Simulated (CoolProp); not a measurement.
Saturation properties of CH2F2 (R32) (Tc = 78.1 °C, pc = 5.783 MPa, ω = 0.277).

Values from CoolProp's reference Helmholtz-energy equation of state, Tillner-Roth 1997.

```
T (°C)     p (MPa)  liquid density (kg/m³)  vapour density (kg/m³)  liquid cp (kJ/(kg K))
------  ----------  ----------------------  ----------------------  ---------------------
-11.45      0.5539              (withheld)                   15.10                  1.692
-8.15       0.6209                    1083                   16.90                  1.706
-4.85       0.6940                    1072                   18.86                  1.721
-1.55       0.7735                    1061              (withheld)                  1.737
1.75        0.8597                    1049              (withheld)                  1.755
5.15        0.9559                    1037                   26.01                  1.774
8.45    (withheld)              (withheld)                   28.82                  1.795
11.75        1.166              (withheld)                   31.89                  1.818
15.05        1.283                    1001              (withheld)                  1.843
18.35        1.408                   987.9                   38.90                  1.871
```

Q: Fill in the missing entries.

A: 
- -11.45, liquid density (kg/m³): 1093
- -1.55, vapour density (kg/m³): 21.01
- 1.75, vapour density (kg/m³): 23.36
- 8.45, p (MPa): 1.057
- 8.45, liquid density (kg/m³): 1025
- 11.75, liquid density (kg/m³): 1013
- 15.05, vapour density (kg/m³): 35.24

It boils at -51.7 °C under 1 atm.
